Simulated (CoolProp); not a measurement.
Vapour-liquid equilibrium of R22 (1) + R142b (2) at 130 kPa; x and y are mole fractions of (1).

The numbers come from the multi-fluid Helmholtz-energy mixture model, Kamei 1995 and Lemmon 2006; pair parameters Bell 2016 in CoolProp.

| x | bubble temperature (K) | y at the bubble point | dew temperature at overall composition x (K) | liquid density (mol/L) |
|---|---|---|---|---|
| 0.05 | 267.5 | 0.146 | 269.4 | 11.92 |
| 0.2 | 260.4 | 0.452 | 266.3 | 12.52 |
| 0.35 | 254.7 | 0.646 | 262.9 | 13.13 |
| 0.5 | 249.9 | 0.780 | 259.1 | 13.76 |
| 0.65 | 245.7 | 0.875 | 254.6 | 14.43 |
| 0.8 | 242.0 | 0.943 | 249.1 | 15.13 |
| 0.95 | 238.8 | 0.989 | 241.5 | 15.86 |

No azeotrope shows between x = 0.05 and 0.95.

The pair parameters rest on a limited set of measurements; away from them the model extrapolates.
